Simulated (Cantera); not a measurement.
What does this Cantera script print?

```python
import numpy as np
import cantera as ct

gas_names = """
    CL CLO CL2 H HCL HNO HNO2 HNO3 HOCL HO2 H2 H2O H2O2 N NH NH2 NH3 NH2OH NO NO2 NO3 N2 N2H2 N2H4 N2O O
    OH O2 O3 Si SiCL SiCL2 SiCL3 SiCL4 SiH SiHCL3 SiH2 SiH2CL2 SiH3 SiH3CL SiH4 SiN SiO SiO2 Si2 Si2N
    Si3
""".split()
cond_names = """
    H2O(s) H2O(L) NH4CL(a) NH4CL(b) Si(cr) Si(L) SiO2(Lqz) SiO2(hqz) SiO2(L) Si2N2O(s) Si3N4(a)
""".split()


def load(file, names, dense=False):
    # The tables refer to 1 bar. Condensed volumes are neglected.
    table = {s.name: s for s in ct.Species.list_from_file(file)}
    out = []
    for n in names:
        d = dict(table[n].input_data)
        d["thermo"] = dict(d["thermo"], **{"reference-pressure": 1e5})
        if dense:
            d["equation-of-state"] = {"model": "constant-volume", "density": "1e6 g/cm^3"}
        out.append(ct.Species.from_dict(d))
    return out


gas = ct.Solution(thermo="ideal-gas", species=load("nasa_gas.yaml", gas_names))
cond = {s.name: ct.Solution(thermo="fixed-stoichiometry", species=[s], name=s.name)
        for s in load("nasa_condensed.yaml", cond_names, dense=True)}
atoms = {
    'SiH2Cl2': {'Si': 1, 'H': 2, 'CL': 2},
    'N2O': {'N': 2, 'O': 1},
    'N2': {'N': 2},
}
top_T = {'Si2N2O(s)': 2100, 'Si3N4(a)': 2400}  # K; cautious upper limits of use, not melting points


def equilibrate(T, P, feed):
    n = {}
    for name, mol in feed.items():
        for a, k in atoms[name].items():
            n[a] = n.get(a, 0.0) + k * mol
    gas.TPX = T, P, n
    mass = sum(n.values()) * gas.mean_molecular_weight
    gas.equilibrate("TP")
    valid = [c for c in cond.values() if c.min_temp <= T <= top_T.get(c.name, c.max_temp)]
    mix = ct.Mixture([(gas, mass / gas.mean_molecular_weight)] + [(c, 0.0) for c in valid])
    mix.T, mix.P = T, P
    mix.equilibrate("TP", solver="vcs", rtol=1e-11, max_steps=5000)
    return mix


results = []
T = 1150  # K
P = 40000  # Pa
for m in [19, 26, 36, 50, 69, 96, 130, 180]:
    feed = {'SiH2Cl2': 1, 'N2O': 3.7, 'N2': m}  # mol
    mix = equilibrate(T, P, feed)
    results.append((T, P, feed, dict(zip(mix.species_names, mix.species_moles))))

top = {s: max(r[3][s] / sum(r[3][g] for g in gas_names) for r in results) for s in gas_names}
cols = sorted((s for s in top if top[s] > 0.001), key=lambda s: -top[s])[:5]
seen = [c for c in cond_names if any(r[3].get(c, 0) > 1e-12 for r in results)]
print("log10 of partial pressures in bar; condensed amounts in mol")
print(f"{'n(N2)':>10s}" + "".join(f"{s[:9]:>10s}" for s in cols + seen))
for T, P, feed, n in results:
    ng = sum(n[g] for g in gas_names)
    print(f"{feed['N2']:10.4g}" + "".join(f"{np.log10(max(n[s] / ng * P / 1e5, 1e-99)):10.3f}" for s in cols)
          + "".join(f"{n.get(c, 0):10.4g}" for c in seen))
```

It prints:

```
log10 of partial pressures in bar; condensed amounts in mol
     n(N2)        N2       HCL        O2       H2O       CL2 SiO2(hqz)
        19    -0.448    -1.598    -1.928    -2.511    -2.522         1
        26    -0.437    -1.698    -2.031    -2.637    -2.649         1
        36    -0.427    -1.810    -2.145    -2.776    -2.791         1
        50    -0.420    -1.929    -2.266    -2.924    -2.941         1
        69    -0.414    -2.050    -2.390    -3.074    -3.095         1
        96    -0.410    -2.178    -2.520    -3.233    -3.257         1
       130    -0.407    -2.298    -2.642    -3.381    -3.411         1
       180    -0.404    -2.430    -2.776    -3.543    -3.578         1
```

Equilibrium computed with Cantera from the NASA thermochemical tables; the gas is ideal and each condensed phase is pure. The tables hold silica as quartz up to 1696 K and as liquid above; real silica turns to tridymite and cristobalite and melts near 1996 K.
